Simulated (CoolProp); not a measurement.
CF4 (R14) at 298.15 K and 4.47 MPa is throttled through a valve to 1.51 MPa with no heat exchange. Each further row changes one setting.

Computed with CoolProp (reference Helmholtz-energy equation of state, Platzer 1990). This equation is an older, rougher fit; its heat capacities, sound speeds and derivatives of the liquid may be far off and weren't checked against measurements.

```tsv
case	temperature change (K)	final density (kg/m³)
as stated	-17.3	61.2
outlet pressure 0.453 MPa	-24.2	17.9
outlet pressure 1.96 MPa	-14.4	80.1
```
